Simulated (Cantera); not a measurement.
**Equilibrium for carbothermic reduction: TiO2 + C + CO**

Charge: 1 mol TiO2, 0.56 mol C, 0.25 mol CO, equilibrated at 1.33 mbar.

Equilibrium computed with Cantera from the NASA thermochemical tables; the gas is ideal and each condensed phase is pure. Candidate condensed phases: C, Ti, TiC, TiO, TiO2, Ti2O3, Ti3O5, Ti4O7; 15 gas species. Mutual solubility and eutectic melting of coexisting phases are not modelled. TiC, TiO: taken at fixed stoichiometry. Condensed phases not in the tables: solid solutions among these carbides, nitrides and lower oxides. The numbers say what is thermodynamically allowed, not how fast it happens.

```csv
T (K),x CO,x TiO,x CO2,x Ti,n TiC(s),n Ti2O3(s),n TiO(s),n TiO(l)
1748,1.000,4.08e-6,1.86e-5,2.89e-7,0.0240,0.488,0,0
1798,1.000,1.24e-5,2.31e-5,9.27e-7,0,0.440,0.120,0
1848,1.000,3.40e-5,3.05e-5,2.50e-6,0,0.440,0.120,0
1898,1.000,8.85e-5,3.99e-5,6.37e-6,0,0.440,0.120,0
1948,1.000,0.000218,5.14e-5,1.54e-5,0,0.440,0.120,0
1998,0.999,0.000513,6.56e-5,3.55e-5,0,0.440,0.120,0
2048,0.999,0.00112,8.80e-5,7.15e-5,0,0.440,0,0.119
```
x: gas mole fraction; n: condensed amount in mol.

At 1748 K the condensed part is TiC(s) + Ti2O3(s). From 1798 K to 1998 K the condensed part is TiO(s) + Ti2O3(s). At 2048 K the condensed part is TiO(l) + Ti2O3(s). The main Ti-bearing gas is TiO throughout.
